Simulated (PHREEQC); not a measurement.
Brine: an equilibrium model

Make-up at 25 °C: 1 mol LiBr, 0.78 mol KCl and 3.2e-05 mol H4SiO4 per kg of water. Closed to the air; pH follows from the charge balance.

The numbers come from PHREEQC with the Pitzer model, pitzer.dat.

Precipitation was switched off in this run.

Q: Estimate the pH, activity of water.

A: pH 6.62; activity of water 0.935.

In brines, pH and single-ion activities rest on the MacInnes convention.
